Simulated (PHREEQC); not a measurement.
Make-up at 25 °C: 4.9 mmol/kgw CaSO4 and 83 mmol/kgw Na2HPO4. Closed to the air; pH follows from the charge balance.

All values are PHREEQC results (ion-association model, wateq4f.dat), not measurements.

This is a speciation only: nothing precipitates in the calculation.

### Question
Order these S species by the share of S that they hold, largest first: NaSO4-, CaSO4, SO4-2.

### Answer
SO4-2 (81 %), NaSO4- (18 %), CaSO4 (0.94 %)

The pH is 8.37 and the ionic strength 0.236 mol/kgw. The solution is supersaturated, for example in Hydroxyapatite, so a real one may precipitate; this is no full list. H3PO4, which wateq4f.dat lacks, is added to it with the constant of phreeqc.dat.
